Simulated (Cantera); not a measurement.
## Thermodynamics of aluminium and copper etching, feed Cu + HF + H₂

A closed system holds: 1 mol Cu, 3 mol HF, 0.69 mol H₂, held at 850 K and 10.0 mbar.

Cantera equilibrium calculation (NASA polynomials, part measured and part estimated; ideal gas, pure solids and liquids). Candidate condensed phases: Cu, CuF₂; 15 gas species. Rates play no part.

The x(HF) is 0.813. The x(H₂) comes out as 0.187. The n(Cu(s)) is 1.00 mol, the gas amount comes out as 3.690 mol and the log10 activity of CuF₂(s) (absent) comes out as -10.44.
